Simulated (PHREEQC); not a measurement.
## City or well water (model solution)

Model water analysis in mg/L, 60 °C, pH 7.24, pe 8:

```tsv
constituent	mg/L
Na	11.7
K	4.04
Ca	9.08
Mg	4.21
Cl	29.7
S(6) as SO4	12.2
Alkalinity as HCO3	21.1
Sr	0.0585
Ni	0.036
B	0.182
```

Valence states are taken as typed.

All values are PHREEQC results (ion-association model, wateq4f.dat), not measurements.

No solid was allowed to form.

Question: What charge-balance error does the model give?

Answer: charge-balance error -0.8 %.

Question: In which forms is B present?

Answer: H3BO3 98 %, H2BO3- 1.8 % of the B.

Complexes and solids missing from the database can't appear. Away from 25 °C the constants follow the database's enthalpies or fits; those with neither stay at their 25 °C values. The database's nickel carbonate constants are estimates that later reviews lower a good deal.
